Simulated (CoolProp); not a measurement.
R113 along the isotherm 500 K: density (kg/m³) from the reference equation and from simpler models built on Tc = 487.2 K, pc = 3392 kPa, ω = 0.253; each cubic takes its own stable root.

The numbers come from the reference Helmholtz-energy equation of state, Marx 1992 in CoolProp.

```csv
p (kPa),phase,reference,ideal gas,van der Waals,Redlich-Kwong,Soave-Redlich-Kwong,Peng-Robinson
1540,gas,82.27,69.41,81.02,82.55,82.31,83.89
3080,gas,223.3,138.8,216.5,224.7,221.2,231.4
4630,supercritical,795.3,208.7,604.5,682.5,655.7,715.1
6170,supercritical,929.4,278.1,684.7,810.8,796.1,878.0
7710,supercritical,989.6,347.5,729.5,881.2,870.0,962.7
9250,supercritical,1030,416.9,761.6,931.8,922.4,1022
10800,supercritical,1062,486.8,786.9,971.9,963.7,1069
12300,supercritical,1087,554.4,807.2,1004,997.0,1107
13900,supercritical,1109,626.5,825.7,1034,1027,1141
15400,supercritical,1128,694.1,840.8,1058,1052,1169
17000,supercritical,1146,766.2,855.0,1082,1076,1196
```
